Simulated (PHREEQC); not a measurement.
Acid rinse or clean: speciation

Consider water at 20 °C with 0.003 mol/kgw HF, 0.23 mol/kgw ZnSO4 and 0.052 mol/kgw KCl. Closed to the air; pH follows from the charge balance.

The numbers come from PHREEQC with the ion-association model, phreeqc.dat.

* **pH**: 3.17
* **ionic strength**: 0.504 mol/kgw
* **activity of water**: 0.993
* **density**: 1.038 g/cm³
* **total alkalinity**: -3.00 meq/kg

| species | molality | activity | log γ |
|---|---|---|---|
| Zn+2 | 0.114 | 0.0247 | -0.664 |
| ZnSO4 | 0.0756 | 0.0849 | 0.050 |
| SO4-2 | 0.0738 | 0.0153 | -0.684 |
| Cl- | 0.0493 | 0.0321 | -0.186 |
| K+ | 0.0476 | 0.0307 | -0.190 |
| Zn(SO4)2-2 | 0.0375 | 0.0110 | -0.534 |
| KSO4- | 0.00436 | 0.00302 | -0.159 |
| ZnCl+ | 0.00261 | 0.00170 | -0.186 |
| F- | 0.00165 | 0.00105 | -0.198 |
| HSO4- | 0.00123 | 0.000908 | -0.134 |
| H+ | 0.000889 | 0.000681 | -0.116 |
| HF | 0.000871 | 0.000978 | 0.050 |
| ZnF+ | 0.000466 | 0.000342 | -0.134 |
| ZnCl2 | 4.99e-5 | 5.61e-5 | 0.050 |

No solid was allowed to form. Species that the database lacks are ignored.
